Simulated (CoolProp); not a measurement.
R1336mzz(E) at several states: fugacity coefficient from the reference equation and from simpler models built on Tc = 403.5 K, pc = 27.79 bar, ω = 0.413; each cubic takes its own stable root.

The numbers come from the reference Helmholtz-energy equation of state, Akasaka 2023 in CoolProp.

```tsv
T (K)	p (bar)	phase	reference	van der Waals	Peng-Robinson
328.2	0.289	gas	0.9922	0.9950	0.9924
322.9	0.146	gas	0.9958	0.9974	0.9960
337.4	57	liquid	…	…	…
205.2	0.571	liquid	0.01817	…	…
278.7	28.2	liquid	…	…	…
```

Q: Complete the blanks.

A: 
- 337.4, reference: 0.1210
- 337.4, van der Waals: 0.2570
- 337.4, Peng-Robinson: 0.1220
- 205.2, van der Waals: 0.9715
- 205.2, Peng-Robinson: 0.02122
- 278.7, reference: 0.03592
- 278.7, van der Waals: 0.1965
- 278.7, Peng-Robinson: 0.03623

At some of these states van der Waals gives the other phase, because its saturation line lies elsewhere.
